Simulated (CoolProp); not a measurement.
The numbers come from the reference Helmholtz-energy equation of state, Akasaka 2023 in CoolProp.

**Question.** Give the vapour pressure (kPa), enthalpy of vaporisation (kJ/kg), liquid cp (kJ/(kg K)) of saturated R1336mzz(E) at 268.4, 294.2 K.

**Answer.** 
```json
[
 {"T (K)": "268.4", "p (kPa)": "59.0", "enthalpy of vaporisation (kJ/kg)": "160", "liquid cp (kJ/(kg K))": "1.21"},
 {"T (K)": "294.2", "p (kPa)": "168", "enthalpy of vaporisation (kJ/kg)": "147", "liquid cp (kJ/(kg K))": "1.24"}
]
```
